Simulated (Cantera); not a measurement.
A closed system holds: 1 mol Ti(OiPr)4, 0.19 mol C3H8, 32 mol H2, 1.3 mol H2O, equilibrated at 0.133 bar.

Method: chemical equilibrium by Gibbs-energy minimisation in Cantera with the NASA 1993 tables (ideal gas, pure condensed phases). Candidate condensed phases: C, C6H6, C7H8, C8H18, H2O, Ti, TiC, TiO, TiO2, Ti2O3, Ti3O5, Ti4O7; 113 gas species. The feed counts by its element totals alone. TiC: taken at fixed stoichiometry. Rates play no part.

Problem. At 1800 K, list the 5 most abundant gas species with their mole fractions, and the condensed phases.

Solution. H2 0.900, CO 0.0993, H 0.000930, C2H2 (acetylene) 0.000158, CH4 8.30e-5. Condensed: C(graphite) + TiC(s).
